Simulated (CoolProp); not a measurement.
The fluid at 298.15 K and 3.41 MPa is throttled through a valve to 0.824 MPa with no heat exchange. The same conditions are run with several fluids, on thermodynamics alone (safety and materials aside).

The numbers come from the reference Helmholtz-energy equation of state of each fluid (hydrogen sulfide: Lemmon 2006; R123: Younglove 1994; n-pentane: Thol 2019; R404A: Lemmon 2003; isobutene: Lemmon 2005) in CoolProp. Blends and air are pseudo-pure fits.

```tsv
fluid	temperature change (K)	final phase	final density (kg/m³)
hydrogen sulfide	-32.5	two-phase, vapour fraction 0.147	87.5
R123	+0.8	liquid	1460
n-pentane	+1.0	liquid	621
R404A	-15.1	two-phase, vapour fraction 0.138	247
isobutene	+0.7	liquid	589
```
